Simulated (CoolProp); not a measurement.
Vapour-liquid equilibrium of n-pentane (1) + benzene (2) at 434.5 K; x and y are mole fractions of (1).

Values from CoolProp's multi-fluid Helmholtz-energy mixture model, Thol 2019 and Thol 2012; pair parameters Bell 2016.

Q: Give the bubble pressure and the first vapour's composition at x = 0.2, 0.35, 0.65. Is there an azeotrope?

A: x = 0.2: 1.041 MPa, y = 0.390; x = 0.35: 1.231 MPa, y = 0.548; x = 0.65: 1.562 MPa, y = 0.770. No azeotrope shows between x = 0.05 and 0.95.

The pair parameters rest on a limited set of measurements; away from them the model extrapolates.
